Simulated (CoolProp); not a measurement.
Vapour-liquid equilibrium of propane (1) + R227EA (2) at 31.05 °C; x and y are mole fractions of (1).

Computed with CoolProp (multi-fluid Helmholtz-energy mixture model, Lemmon 2009 and Lemmon 2016; pair parameters Bell 2016).

| x | bubble pressure (kPa) | y at the bubble point | dew pressure at overall composition x (kPa) | liquid density (mol/L) |
|---|---|---|---|---|
| 0.05 | 643.4 | 0.169 | 571.3 | 8.071 |
| 0.15 | 808.6 | 0.372 | 631.0 | 8.204 |
| 0.25 | 932.9 | 0.488 | 702.2 | 8.350 |
| 0.35 | 1023 | 0.565 | 787.7 | 8.519 |
| 0.45 | 1086 | 0.621 | 889.6 | 8.719 |
| 0.55 | 1131 | 0.669 | 1005 | 8.966 |
| 0.65 | 1162 | 0.715 | 1115 | 9.271 |
| 0.75 | 1178 | 0.767 | 1174 | 9.648 |
| 0.85 | 1176 | 0.833 | 1172 | 10.10 |
| 0.95 | 1143 | 0.930 | 1133 | 10.64 |

y crosses x between x = 0.75 and 0.85: the model has an azeotrope there.

Pair parameters are fitted to limited data, so mixtures are less certain than the pure fluids.
